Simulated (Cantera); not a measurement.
## Premixed flame

A freely propagating, adiabatic, planar premixed flame of 5.19 % CH4, 0.384 % C2H6, 19.2 % O2, 56.6 % N2, 18.7 % H2O, equivalence ratio 0.61, unburnt at 500 K and 1.00 atm; mixture-averaged transport, grid criteria slope 0.08 and curve 0.16, no radiation.

Computed with Cantera and GRI-Mech 3.0 (53 species, 325 reactions). Burning velocities carry a grid error of a few per cent, more on coarse grids.

```tsv
z (mm)	T (K)	u (m/s)	x CH4	x C2H6	x O2	x HCO	x NO	x H2
-2.41	501	0.284	0.0518	0.00384	0.192	<1e-8	<1e-8	0.000444
-1.61	507	0.288	0.0514	0.00383	0.191	<1e-8	<1e-8	0.000981
-1.21	526	0.300	0.0504	0.00380	0.190	<1e-8	<1e-8	0.00153
-0.804	613	0.350	0.0461	0.00361	0.183	<1e-8	<1e-8	0.00242
-0.402	928	0.533	0.0309	0.00244	0.155	3.41e-8	1.02e-7	0.00363
-0.201	1213	0.699	0.0166	0.00107	0.127	1.11e-6	2.79e-7	0.00421
0	1493	0.860	0.00325	6.02e-5	0.0960	5.25e-6	5.14e-7	0.00393
0.201	1616	0.927	0.000121	6.42e-8	0.0817	7.16e-7	7.58e-7	0.00249
0.402	1666	0.952	2.80e-6	<1e-8	0.0777	1.95e-8	9.20e-7	0.00172
0.804	1711	0.976	<1e-8	<1e-8	0.0754	<1e-8	1.09e-6	0.000927
1.61	1737	0.989	<1e-8	<1e-8	0.0747	<1e-8	1.21e-6	0.000323
3.22	1747	0.994	<1e-8	<1e-8	0.0746	<1e-8	1.27e-6	8.96e-5
6.43	1749	0.995	<1e-8	<1e-8	0.0747	<1e-8	1.31e-6	4.18e-5
```
x: mole fraction of selected species; z is measured from the peak of heat release.

```
Item                          Value
------------------------  ---------
laminar burning velocity  28.4 cm/s
thermal thickness          0.804 mm
peak x(HCO)                 5.25e-6
peak x(H2)                  0.00431
grid points                     134
```
